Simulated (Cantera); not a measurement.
Charge: 1 mol CO₂, 0.068 mol H₂O, equilibrated at 2973.15 K and 9.75 Torr.

Equilibrium computed with Cantera from the NASA thermochemical tables; the gas is ideal and each condensed phase is pure. Candidate condensed phases: C, C₆H₆, C₇H₈, C₈H₁₈, H₂O; 110 gas species. Kinetics and transport are ignored.

Base state: CO 0.478, O 0.291, O₂ 0.103, CO₂ 0.0582, H 0.0516, OH 0.0150, H₂ 0.00164, H₂O 0.00147 (mole fractions); condensed: gas only.

**Question.** What changes in the equilibrium state with this change: temperature from 2973.15 K to 2750 K?

**Answer.** 
| species | before | after |
|---|---|---|
| CO | 0.478 | 0.454 |
| CO₂ | 0.0582 | 0.166 |
| O₂ | 0.103 | 0.155 |
| O | 0.291 | 0.153 |
| OH | 0.0150 | 0.0240 |
| H | 0.0516 | 0.0356 |
| H₂O | 0.00147 | 0.00883 |
| H₂ | 0.00164 | 0.00352 |

**Question.** What changes in the equilibrium state with this change: CO₂ replaced by HF?

**Answer.** 
| species | before | after |
|---|---|---|
| HF | 0 | 0.750 |
| H | 0.0516 | 0.133 |
| F | 0 | 0.0540 |
| CO | 0.478 | 0 |
| O | 0.291 | 0.0430 |
| CO₂ | 0.0582 | 0 |
| O₂ | 0.103 | 0.00226 |
| H₂ | 0.00164 | 0.0109 |
| OH | 0.0150 | 0.00572 |
| H₂O | 0.00147 | 0.00144 |
